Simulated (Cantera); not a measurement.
# Ammonia decomposition in nitride growth gas

A perfectly stirred reactor is fed with NH3 : N2 = 1 : 0.14 (molar parts), at 2.00 bar; it is held at 1600 K, and followed from long to short residence time.

Model: the gas-phase N/H chemistry of the illustrative SiF4/NH3 mechanism in the Surface Chemkin manual (1991), integrated in Cantera. Walls and surfaces, which speed up NH3 decomposition in real reactors, are not modelled.

```csv
τ (s),x NH3,x N2H4,x N2H2,x N,x H,x NH2
1.5,0.623,2.41e-7,2.72e-7,4.06e-9,9.01e-6,6.56e-5
0.76,0.711,3.12e-7,3.73e-7,4.12e-9,5.84e-6,7.46e-5
0.39,0.777,3.72e-7,4.63e-7,3.76e-9,3.53e-6,8.14e-5
0.20,0.820,4.16e-7,5.30e-7,3.02e-9,2.01e-6,8.62e-5
0.10,0.847,4.48e-7,5.74e-7,2.09e-9,1.07e-6,8.94e-5
0.051,0.861,4.67e-7,5.96e-7,1.29e-9,5.71e-7,9.12e-5
0.026,0.869,4.75e-7,6.04e-7,7.29e-10,3.00e-7,9.21e-5
0.013,0.873,4.73e-7,5.99e-7,3.87e-10,1.54e-7,9.19e-5
0.0067,0.875,4.59e-7,5.79e-7,2.07e-10,8.19e-8,9.05e-5
```
x: mole fraction; the columns are a selection and need not sum to one.
